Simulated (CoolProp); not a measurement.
Vapour-liquid equilibrium of n-hexane (1) + o-xylene (2) at 170.05 °C; x and y are mole fractions of (1).

Values from CoolProp's multi-fluid Helmholtz-energy mixture model, Thol 2019 and Zhou 2012; pair parameters Bell 2016.

```tsv
x	bubble pressure, mixture model (MPa)	bubble pressure, Raoult's law (MPa)	y, mixture model	y, Raoult's law
0.05	0.2391	0.2362	0.226	0.232
0.125	0.3096	0.3040	0.433	0.450
0.2	0.3782	0.3717	0.563	0.589
0.275	0.4453	0.4395	0.653	0.685
0.35	0.5109	0.5072	0.719	0.755
0.425	0.5755	0.5750	0.771	0.809
0.5	0.6395	0.6427	0.813	0.851
0.575	0.7032	0.7105	0.848	0.886
0.65	0.7674	0.7782	0.880	0.914
0.725	0.8326	0.8460	0.908	0.938
0.8	0.8997	0.9137	0.934	0.958
0.875	0.9693	0.9815	0.959	0.976
0.95	1.043	1.049	0.984	0.991
```

The largest gap from Raoult's law is +1.8 % in bubble pressure, at x = 0.125. No azeotrope shows between x = 0.05 and 0.95.

Pair parameters are fitted to limited data, so mixtures are less certain than the pure fluids. The gap from Raoult's law changes sign with composition, which may be real or a fault of the pair parameters; it wasn't checked against measurements.
